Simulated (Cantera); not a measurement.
A closed system holds: 1 mol (CH3)2SiCl2, 0.0072 mol C2H4, 79 mol H2, held at 1298 K and 0.100 bar.

Equilibrium computed with Cantera from the NASA thermochemical tables; the gas is ideal and each condensed phase is pure. Candidate condensed phases: C, C6H6, C7H8, C8H18, Si, SiC; 109 gas species. The feed counts by its element totals alone. Equilibrium is a limit: real reactors are often held back by kinetics, nucleation or transport.

### Question
What is the equilibrium state?

### Answer
```json
{
  "x(H2)": "0.975",
  "x(HCl)": "0.0241",
  "x(CH4)": "0.000758",
  "x(SiCl2)": "4.64e-6",
  "x(H)": "3.35e-6",
  "n(C(graphite))": "0.952 mol",
  "n(SiC(s))": "1.000 mol",
  "gas_amount": "82.95 mol",
  "log10 activity of Si(s) (absent)": "-2.53"
}
```
